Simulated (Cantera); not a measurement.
**SiF₄ + O₂ + H₂ (silicon oxide and oxynitride deposition)**

Input: 1 mol SiF₄, a varied amount of O₂, 41 mol H₂, equilibrated at 1323 K and 8.40 mbar.

Method: chemical equilibrium by Gibbs-energy minimisation in Cantera with the NASA 1993 tables (ideal gas, pure condensed phases). Candidate condensed phases: H₂O, Si, SiO₂; 38 gas species. The tables' values for SiF₃ are old estimates; treat these amounts as uncertain. The tables hold silica as quartz up to 1696 K and as liquid above; real silica turns to tridymite and cristobalite and melts near 1996 K. Equilibrium is a limit: real reactors are often held back by kinetics, nucleation or transport.

From 0.27 mol O₂ to 2.8 mol O₂ the condensed part is SiO₂(β-quartz). The main Si-bearing gas is SiF₄ throughout.

| n(O₂) (mol) | x H₂ | x HF | x H₂O | x SiF₄ | x SiF₃ | x SiHF₃ | x H | n SiO₂(β-quartz) |
|---|---|---|---|---|---|---|---|---|
| 0.27 | 0.957 | 0.0254 | 0.000196 | 0.0171 | 0.000159 | 7.47e-5 | 1.69e-5 | 0.266 |
| 0.33 | 0.953 | 0.0308 | 0.000300 | 0.0158 | 0.000121 | 5.67e-5 | 1.69e-5 | 0.324 |
| 0.41 | 0.948 | 0.0378 | 0.000481 | 0.0140 | 8.70e-5 | 4.07e-5 | 1.68e-5 | 0.400 |
| 0.51 | 0.941 | 0.0465 | 0.000791 | 0.0118 | 5.95e-5 | 2.77e-5 | 1.68e-5 | 0.493 |
| 0.63 | 0.933 | 0.0566 | 0.00132 | 0.00929 | 3.82e-5 | 1.77e-5 | 1.67e-5 | 0.602 |
| 0.78 | 0.923 | 0.0684 | 0.00234 | 0.00629 | 2.13e-5 | 9.83e-6 | 1.66e-5 | 0.730 |
| 0.97 | 0.911 | 0.0811 | 0.00473 | 0.00305 | 8.67e-6 | 3.97e-6 | 1.65e-5 | 0.869 |
| 1.2 | 0.898 | 0.0897 | 0.0110 | 0.000845 | 2.15e-6 | 9.80e-7 | 1.64e-5 | 0.964 |
| 1.5 | 0.884 | 0.0922 | 0.0237 | 0.000204 | 5.02e-7 | 2.27e-7 | 1.63e-5 | 0.991 |
| 1.8 | 0.870 | 0.0927 | 0.0374 | 8.36e-5 | 2.03e-7 | 9.08e-8 | 1.61e-5 | 0.996 |
| 2.3 | 0.847 | 0.0929 | 0.0605 | 3.21e-5 | 7.68e-8 | 3.39e-8 | 1.59e-5 | 0.999 |
| 2.8 | 0.823 | 0.0930 | 0.0838 | 1.68e-5 | 3.96e-8 | 1.73e-8 | 1.57e-5 | 0.999 |
x: gas mole fraction; n: condensed amount in mol.
